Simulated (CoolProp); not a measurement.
Ethylene at several states: Z from the reference equation and from simpler models built on Tc = 9.2 °C, pc = 5.042 MPa, ω = 0.087; each cubic takes its own stable root.

Model: reference Helmholtz-energy equation of state, Smukala 2000, in CoolProp.

```csv
T (°C),p (MPa),phase,reference,van der Waals,Soave-Redlich-Kwong
140.05,0.365,gas,0.9930,0.9919,0.9933
-112.95,0.127,liquid,0.004607,0.9718,0.004773
-89.85,2.59,liquid,0.08665,0.1314,0.08991
```

At some of these states van der Waals gives the other phase, because its saturation line lies elsewhere.
